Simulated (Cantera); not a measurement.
**Ammonia decomposition in nitride growth gas**

A perfectly stirred reactor is fed with NH₃ : H₂ = 1 : 0.25 (molar parts), at 67.5 Torr; it is held at 1850 K, and followed from long to short residence time.

Detailed kinetics in Cantera: the gas-phase N/H chemistry of the illustrative SiF4/NH3 mechanism in the Surface Chemkin manual (1991). Walls and surfaces, which speed up NH3 decomposition in real reactors, are not modelled.

```json
[
 {"τ (s)": "0.93", "x NH₃": "0.458", "x H₂": "0.446", "x N₂": "0.0947", "x H": "0.000136", "x N₂H₄": "2.29e-8"},
 {"τ (s)": "0.58", "x NH₃": "0.545", "x H₂": "0.384", "x N₂": "0.0708", "x H": "0.000111", "x N₂H₄": "2.87e-8"},
 {"τ (s)": "0.36", "x NH₃": "0.619", "x H₂": "0.330", "x N₂": "0.0501", "x H": "9.11e-5", "x N₂H₄": "3.39e-8"},
 {"τ (s)": "0.22", "x NH₃": "0.679", "x H₂": "0.287", "x N₂": "0.0335", "x H": "7.68e-5", "x N₂H₄": "3.82e-8"},
 {"τ (s)": "0.14", "x NH₃": "0.718", "x H₂": "0.259", "x N₂": "0.0225", "x H": "6.77e-5", "x N₂H₄": "4.11e-8"},
 {"τ (s)": "0.085", "x NH₃": "0.748", "x H₂": "0.237", "x N₂": "0.0141", "x H": "6.10e-5", "x N₂H₄": "4.31e-8"},
 {"τ (s)": "0.053", "x NH₃": "0.767", "x H₂": "0.223", "x N₂": "0.00888", "x H": "5.67e-5", "x N₂H₄": "4.41e-8"},
 {"τ (s)": "0.033", "x NH₃": "0.779", "x H₂": "0.214", "x N₂": "0.00548", "x H": "5.37e-5", "x N₂H₄": "4.42e-8"},
 {"τ (s)": "0.020", "x NH₃": "0.788", "x H₂": "0.209", "x N₂": "0.00322", "x H": "5.12e-5", "x N₂H₄": "4.33e-8"},
 {"τ (s)": "0.013", "x NH₃": "0.792", "x H₂": "0.205", "x N₂": "0.00199", "x H": "4.92e-5", "x N₂H₄": "4.17e-8"},
 {"τ (s)": "0.0078", "x NH₃": "0.795", "x H₂": "0.203", "x N₂": "0.00107", "x H": "4.64e-5", "x N₂H₄": "3.83e-8"}
]
```
x: mole fraction; the columns are a selection and need not sum to one.
